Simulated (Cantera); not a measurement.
Cantera run, input and output.

```python
import numpy as np
import cantera as ct

gas = ct.Solution("gri30.yaml")
gas.TPX = 1350, 330000, {'CH4': 1, 'O2': 1.25, 'N2': 4.7, 'CO2': 0.51}
reactor = ct.IdealGasReactor(gas, energy="on", clone=False)
net = ct.ReactorNet([reactor])
net.rtol, net.atol = 1e-08, 1e-16
show = ['CH4', 'O2', 'CO2', 'C2H4', 'HCN']
times = np.geomspace(6e-06, 0.1, 12)

steps = ct.SolutionArray(gas, extra=["t"])
rows = []
print(f"{'t/s':>10s}{'T/K':>9s}{'P/Pa':>11s}" + "".join(f"{s:>11s}" for s in show))
for t in times:
    while net.time < t:
        t_next = net.step()
        steps.append(gas.state, t=t_next)
    rows.append([np.interp(t, steps.t, y) for y in (steps.T, steps.P, *steps(*show).X.T)])
    print(f"{t:10.3e}{rows[-1][0]:9.1f}{rows[-1][1]:11.4g}" + "".join(f"{x:11.3e}" for x in rows[-1][2:]))
rate = np.gradient(steps.T, steps.t)
print("integrator steps:", len(steps.t))
if steps.T.max() > steps.T[0] + 200:
    print(f"time of steepest temperature rise: {steps.t[rate.argmax()]:.4e} s")
gas.TPX = 1350, 330000, {'CH4': 1, 'O2': 1.25, 'N2': 4.7, 'CO2': 0.51}
gas.equilibrate("UV")
print(f"equilibrium (UV): T = {gas.T:.1f} K  " + "  ".join(f"{s} {gas[s].X[0]:.3e}" for s in show))
```

It prints:

```
       t/s      T/K       P/Pa        CH4         O2        CO2       C2H4        HCN
 6.000e-06   1350.0    3.3e+05  1.340e-01  1.676e-01  6.836e-02  1.152e-12  6.970e-21
 1.452e-05   1350.0    3.3e+05  1.340e-01  1.676e-01  6.836e-02  2.204e-11  4.372e-20
 3.514e-05   1350.0    3.3e+05  1.340e-01  1.676e-01  6.836e-02  4.741e-10  3.056e-19
 8.503e-05   1350.0    3.3e+05  1.340e-01  1.676e-01  6.836e-02  1.343e-08  2.651e-18
 2.058e-04   1350.1    3.3e+05  1.340e-01  1.675e-01  6.836e-02  3.416e-07  2.711e-17
 4.979e-04   1351.0  3.302e+05  1.338e-01  1.674e-01  6.836e-02  3.128e-06  1.758e-16
 1.205e-03   1355.2  3.313e+05  1.329e-01  1.669e-01  6.836e-02  2.217e-05  1.070e-15
 2.916e-03   1429.5  3.505e+05  1.201e-01  1.574e-01  6.822e-02  9.173e-04  3.252e-13
 7.056e-03   2773.8   7.52e+05  8.828e-12  4.974e-04  5.646e-02  3.454e-18  1.145e-07
 1.708e-02   2773.8   7.52e+05  8.828e-12  4.974e-04  5.646e-02  3.454e-18  1.145e-07
 4.132e-02   2773.8   7.52e+05  8.828e-12  4.974e-04  5.646e-02  3.454e-18  1.145e-07
 1.000e-01   2773.8   7.52e+05  8.828e-12  4.974e-04  5.646e-02  3.454e-18  1.145e-07
integrator steps: 2325
time of steepest temperature rise: 3.2042e-03 s
equilibrium (UV): T = 2773.8 K  CH4 1.013e-11  O2 4.974e-04  CO2 5.646e-02  C2H4 3.724e-18  HCN 1.145e-07
```

Model: GRI-Mech 3.0 (53 species, 325 reactions), integrated in Cantera.
